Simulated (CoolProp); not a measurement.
Water at several states: fugacity coefficient from the reference equation and from simpler models built on Tc = 647.1 K, pc = 22.06 MPa, ω = 0.344; each cubic takes its own stable root.

Model: reference Helmholtz-energy equation of state, Wagner 2002, in CoolProp.

```csv
T (K),p (MPa),phase,reference
662.2,0.0483,gas,0.9993
380.8,11.3,liquid,0.01230
542.4,21,liquid,0.2332
868.3,0.2,gas,0.9991
366.7,6.47,liquid,0.01272
```

Problem. How far does each simpler model (van der Waals, Soave-Redlich-Kwong) lie from the reference over these 5 states: mean and median of the absolute difference, and the worst?

Solution. 
- van der Waals: mean 563.5 %, median 87.4 %, worst +1551.7 % at 366.7 K and 6.47 MPa
- Soave-Redlich-Kwong: mean 4.1 %, median 4.4 %, worst +8.1 % at 542.4 K and 21 MPa
